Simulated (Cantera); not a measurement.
What does this Cantera script print?

```python
import numpy as np
import cantera as ct

gas_names = """
    O CL
""".split()
cond_names = """
    CaCL2(s) CaCL2(L) CaO(s) CaO(L)
""".split()


# ... load() reads the species with a 1 bar reference pressure and builds the phases ...
species = {s.name: s for s in load("nasa_gas.yaml", gas_names) + load("nasa_condensed.yaml", cond_names)}
# Each term lists the table entries of one substance; the one whose range holds T is used.
reactions = {
    'CaCl2 + O(g) = 2 Cl(g) + CaO':
        [(-1, ['CaCL2(s)', 'CaCL2(L)']), (-1, ['O']), (2, ['CL']), (1, ['CaO(s)', 'CaO(L)'])],
}


def pick(names, T):
    return next(species[n] for n in names if species[n].thermo.min_temp <= T <= species[n].thermo.max_temp)


results = []
for label, terms in reactions.items():
    print(label)
    print("     T/K   dH/kJ  dS/(J/K)   dG/kJ   log10 K")
    for T in [300, 350, 450, 550, 650, 750, 850, 950, 1050]:
        used = [(nu, pick(names, T)) for nu, names in terms]
        dH = sum(nu * s.thermo.h(T) for nu, s in used) / 1e6
        dS = sum(nu * s.thermo.s(T) for nu, s in used) / 1e3
        dG = dH - T * dS / 1e3
        logK = -dG * 1e6 / (ct.gas_constant * T * np.log(10))
        results.append((label, T, dH, dS, dG, logK, [s.name for _, s in used]))
        print(f"{T:8g} {dH:8.1f} {dS:8.1f} {dG:8.1f} {logK:8.2f}")
```

Result:

```
CaCl2 + O(g) = 2 Cl(g) + CaO
     T/K   dH/kJ  dS/(J/K)   dG/kJ   log10 K
     300    154.1    102.9    123.3   -21.46
     350    153.7    101.7    118.2   -17.63
     450    153.2    100.2    108.1   -12.54
     550    152.8     99.4     98.1    -9.32
     650    152.4     98.8     88.2    -7.09
     750    152.1     98.4     78.3    -5.45
     850    151.6     97.8     68.5    -4.21
     950    151.0     97.1     58.8    -3.23
    1050    121.6     68.9     49.2    -2.45
```

Source: NASA polynomial tables (part measured, part estimated), evaluated in Cantera. Condensed species are held in their standard states even where they would react or evaporate.
